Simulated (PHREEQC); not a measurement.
Consider water at 75 °C with 0.0022 mol HF and 0.0012 mol NaOH per kg of water. Closed to the air; pH follows from the charge balance.

Equilibrium calculation in PHREEQC: ion-association model, phreeqc.dat.

Precipitation was switched off in this run.

### Question
Predict the pH, ionic strength.

### Answer
pH 3.80; ionic strength 0.00137 mol/kgw.

### Question
In which forms is F present?

### Answer
F- 62 %, HF 38 % of the F.

Species that the database lacks are ignored. At this temperature some constants are extrapolated from 25 °C, and those without enthalpy data are left unchanged.
